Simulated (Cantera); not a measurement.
A closed system holds: 1 mol B₂O₃, 4.1 mol Cl₂, 0.82 mol O₂, at 1648.15 K and 7.50 Torr.

Equilibrium computed with Cantera from the NASA thermochemical tables; the gas is ideal and each condensed phase is pure. Candidate condensed phases: B, B₂O₃; 18 gas species. The tables' values for BOCl are old estimates; treat these amounts as uncertain. Rates play no part.

Base state: Cl 0.639, Cl₂ 0.195, O₂ 0.109, B₂O₃ 0.0337, BOCl 0.0200, BO₂ 0.00209, ClO 0.000437, BCl₃ 0.000203 (mole fractions); condensed: B₂O₃(l).

Problem. What changes in the equilibrium state with this change: temperature from 1648.15 K to 1600 K?

Solution. 
| species | before | after |
|---|---|---|
| Cl | 0.639 | 0.578 |
| Cl₂ | 0.195 | 0.276 |
| O₂ | 0.109 | 0.117 |
| B₂O₃ | 0.0337 | 0.0147 |
| BOCl | 0.0200 | 0.0123 |
| BO₂ | 0.00209 | 0.00104 |
| O | 8.39e-5 | 4.97e-5 |
| BCl₃ | 0.000203 | 0.000207 |
| ClO | 0.000437 | 0.000431 |
| B₂O₃(l), mol | 0.649 | 0.845 |
